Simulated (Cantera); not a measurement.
## Chemical vapour transport: MgO + HCl + N2

Input: 1 mol MgO, 0.36 mol HCl, a varied amount of N2, at 1573.15 K and 10000 Pa.

Cantera equilibrium calculation (NASA polynomials, part measured and part estimated; ideal gas, pure solids and liquids). Candidate condensed phases: H2O, Mg, MgCl2, MgO, Mg(OH)2, NH4Cl; 38 gas species. The numbers say what is thermodynamically allowed, not how fast it happens.

From 0.18 mol N2 to 6.3 mol N2 the condensed part is MgO(s). The main Mg-bearing gas is MgCl2 throughout.

```
n(N2) (mol)  log p N2  log p HCl  log p MgCl2  log p H2O  n MgO(s)
-----------  --------  ---------  -----------  ---------  --------
0.18            -1.48      -1.25        -2.27      -2.27     0.971
0.26            -1.38      -1.31        -2.33      -2.33     0.971
0.37            -1.30      -1.39        -2.40      -2.40     0.971
0.52            -1.23      -1.47        -2.48      -2.48     0.971
0.75            -1.17      -1.57        -2.58      -2.58     0.971
1.1             -1.12      -1.69        -2.70      -2.70     0.971
1.5             -1.09      -1.79        -2.80      -2.81     0.971
2.2             -1.07      -1.93        -2.94      -2.94     0.971
3.1             -1.05      -2.06        -3.07      -3.08     0.971
4.4             -1.03      -2.20        -3.21      -3.21     0.971
6.3             -1.02      -2.35        -3.36      -3.36     0.971
```
log p: log10 of the partial pressure in bar; n: condensed amount in mol.
